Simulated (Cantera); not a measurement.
An isothermal, constant-pressure homogeneous reactor starts with 57.8 % CH4, 42.2 % H2O, at 1375 K and 6.10 bar.

Model: GRI-Mech 3.0 (53 species, 325 reactions), integrated in Cantera. GRI-Mech 3.0 stops at C3 and has no aromatics, soot or wall deposition, so with more carbon than oxygen in the feed, carbon stays in small species such as C2H2 where larger ones or solid carbon would form.

Task: Predict: x(CH4) at 10.0 s; x(H2O) at 10.0 s; x(CH3) at 10.0 s; x(CH2CO) at 10.0 s.

Result: 
| Item | Result |
|---|---|
| x(CH4) at 10.0 s | 0.360 (gas-phase equilibrium 0.0850) |
| x(H2O) at 10.0 s | 0.337 (gas-phase equilibrium 0.000719) |
| x(CH3) at 10.0 s | 2.14e-5 (gas-phase equilibrium 2.86e-6) |
| x(CH2CO) at 10.0 s | 6.51e-6 (gas-phase equilibrium 1.78e-7) |
